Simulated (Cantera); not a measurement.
A closed system holds: 1 mol B2O3, 58 mol H2, 23 mol N2, held at 2100 °C and 1.33 mbar.

These are equilibrium values from Cantera (NASA tables, ideal gas, pure condensed phases), not measurements of a reactor. The numbers say what is thermodynamically allowed, not how fast it happens.

```tsv
species	before	after
N2	0.241	0.540
H2	0.468	0.222
H	0.262	0.180
BO	0.0155	0.0300
B2O3	0.000134	0.00145
O2	1.54e-6	1.29e-5
BO2	0.000275	0.00154
NO	2.72e-5	0.000118
HBO2	0.00230	0.00889
B2O2	2.48e-5	9.30e-5
```
Gas species are given as mole fractions.

### Question
What was changed between the two runs?
(A) temperature from 2100 °C to 1350 °C
(B) H2 from 58 to 14 mol
(C) pressure from 1.33 mbar to 16.0 mbar
(D) pressure from 1.33 mbar to 0.100 bar

### Answer
B, H2 from 58 to 14 mol
